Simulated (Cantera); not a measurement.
An isothermal, constant-pressure homogeneous reactor starts with CH₄ : H₂O : H₂ = 1 : 2.5 : 0.1 (molar parts), at 1475 K and 7.40 atm. Integrator tolerance rtol = 1e-08.

Computed with Cantera and GRI-Mech 3.0 (53 species, 325 reactions).

Problem. What does this change do: temperature 1475 to 1850 K?

Solution. 
```
quantity                                              before                                      after
------------------  ----------------------------------------  -----------------------------------------
x(CH₄) at 40.0 s      0.0652 (gas-phase equilibrium 4.04e-5)    8.78e-7 (gas-phase equilibrium 9.70e-7)
x(H₂O) at 40.0 s         0.341 (gas-phase equilibrium 0.242)        0.250 (gas-phase equilibrium 0.250)
x(H₂) at 40.0 s          0.458 (gas-phase equilibrium 0.579)        0.571 (gas-phase equilibrium 0.571)
x(CH₂CO) at 40.0 s  3.65e-7 (gas-phase equilibrium 1.63e-10)  4.52e-11 (gas-phase equilibrium 5.00e-11)
x(CO₂) at 40.0 s       0.0310 (gas-phase equilibrium 0.0257)      0.0176 (gas-phase equilibrium 0.0176)
x(HCO) at 40.0 s     4.46e-9 (gas-phase equilibrium 7.42e-9)    9.31e-8 (gas-phase equilibrium 9.31e-8)
x(OH) at 40.0 s      6.27e-8 (gas-phase equilibrium 3.97e-8)    4.84e-6 (gas-phase equilibrium 4.84e-6)
```
